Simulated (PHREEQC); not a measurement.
Consider water at 25 °C with 0.0032 mol/kgw H3PO4, 0.0057 mol/kgw HCl and 0.0054 mol/kgw ZnSO4. Closed to the air; pH follows from the charge balance.

Model: ion-association model, wateq4f.dat, run in PHREEQC.

Each row changes one thing in this solution. No solid was allowed to form.

```tsv
case	pH	ionic strength (mol/kgw)	SO4-2 (mol/kgw)	HSO4- (mol/kgw)	ZnSO4 (mol/kgw)	ZnCl+ (mol/kgw)	SI of Goslarite (ZnSO4:7H2O)	SI of Zincite(c) (ZnO)
as made	2.25	0.0225	0.00316	0.00114	0.00104	3.79e-5	-3.39	-9.25
H3PO4 from 0.0032 to 0.032 mol/kgw	1.87	0.0319	0.00254	0.00206	0.000761	3.75e-5	-3.53	-10.01
HCl replaced by RbCl at the same molality	2.72	0.0242	0.00373	0.000443	0.00116	3.63e-5	-3.35	-8.31
H3PO4 left out	2.37	0.0208	0.00332	0.000910	0.00111	3.78e-5	-3.36	-9.00
ZnSO4 from 0.0054 to 0.00594 mol/kgw	2.25	0.0239	0.00345	0.00122	0.00120	4.06e-5	-3.33	-9.21
H3PO4 from 0.0032 to 0.0048 mol/kgw	2.20	0.0233	0.00310	0.00124	0.00101	3.79e-5	-3.40	-9.34
H3PO4 replaced by NaH2PO4 at the same molality	2.46	0.0233	0.00344	0.000762	0.00110	3.71e-5	-3.37	-8.84
0.001 mol/kgw CaSO4 added	2.26	0.0250	0.00372	0.00129	0.00114	3.61e-5	-3.35	-9.25
HCl from 0.0057 to 0.00285 mol/kgw	2.43	0.0203	0.00338	0.000817	0.00114	1.90e-5	-3.35	-8.89
```

Complexes and solids missing from the database can't appear. H3PO4, which wateq4f.dat lacks, is added to it with the constant of phreeqc.dat. The database has no phosphate complexes of Zn.
